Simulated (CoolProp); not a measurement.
Vapour-liquid equilibrium of octamethyltrisiloxane (MDM) (1) + octamethylcyclotetrasiloxane (D4) (2) at 460.7 K; x and y are mole fractions of (1).

Model: multi-fluid Helmholtz-energy mixture model, Thol 2017 and Thol 2015; pair parameters Bell 2016, in CoolProp.

```csv
x,"bubble pressure, mixture model (MPa)","bubble pressure, Raoult's law (MPa)","y, mixture model","y, Raoult's law"
0.05,0.1408,0.1403,0.082,0.083
0.125,0.1485,0.1476,0.192,0.197
0.2,?,0.1549,0.291,0.301
0.275,0.1631,0.1623,0.380,0.395
0.35,?,0.1696,0.463,0.481
0.425,0.1772,0.1769,0.540,0.560
0.5,0.1843,0.1842,?,0.632
0.575,?,0.1915,0.680,0.699
0.65,0.1984,0.1988,0.744,0.762
0.725,0.2056,0.2061,?,0.819
0.8,0.2129,0.2135,?,0.873
0.875,0.2203,0.2208,0.917,0.923
0.95,?,0.2281,?,0.970
```

What belongs in the gaps?


- 0.2, bubble pressure, mixture model (MPa): 0.1559
- 0.35, bubble pressure, mixture model (MPa): 0.1702
- 0.5, y, mixture model: 0.612
- 0.575, bubble pressure, mixture model (MPa): 0.1913
- 0.725, y, mixture model: 0.805
- 0.8, y, mixture model: 0.862
- 0.95, bubble pressure, mixture model (MPa): 0.2279
- 0.95, y, mixture model: 0.968

The largest gap from Raoult's law is +0.6 % in bubble pressure, at x = 0.2. No azeotrope shows between x = 0.05 and 0.95.

Pair parameters are fitted to limited data, so mixtures are less certain than the pure fluids.
